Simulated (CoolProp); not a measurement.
Normal hydrogen along the isotherm 35.3 K: fugacity coefficient from the reference equation and from simpler models built on Tc = 33.1 K, pc = 1.296 MPa, ω = -0.219; each cubic takes its own stable root.

The numbers come from the reference Helmholtz-energy equation of state, Leachman 2009 in CoolProp.

```tsv
p (MPa)	phase	reference	van der Waals	Redlich-Kwong
0.0102	gas	0.9978	0.9980	0.9978
0.0155	gas	0.9967	0.9970	0.9966
0.0233	gas	0.9951	0.9954	0.9949
0.0352	gas	0.9926	0.9931	0.9923
0.0531	gas	0.9888	0.9896	0.9884
0.0801	gas	0.9831	0.9843	0.9825
0.121	gas	0.9745	0.9763	0.9737
0.182	gas	0.9617	0.9644	0.9605
0.275	gas	0.9423	0.9463	0.9406
0.415	gas	0.9133	0.9191	0.9109
0.626	gas	0.8698	0.8782	0.8668
0.944	gas	0.8048	0.8165	0.8014
1.42	supercritical	0.7062	0.7210	0.7047
2.15	supercritical	0.5503	0.5717	0.5611
3.24	supercritical	0.4240	0.4569	0.4386
```
